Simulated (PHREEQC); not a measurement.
# Nickel, zinc or cadmium bath: an equilibrium model

A solution holds 0.1 mol Ni(NO3)2, 0.0028 mol KCl and 0.0028 mol H2SO4 per kg of water, at 25 °C. Closed to the air; pH follows from the charge balance.

Computed with PHREEQC (ion-association model, wateq4f.dat).

No solid was allowed to form.

Task: Predict the pH.

Result: pH 2.37.

Task: In which forms is S present?

Result: NiSO4 53 %, SO4-2 41 %, HSO4- 6.0 % of the S.
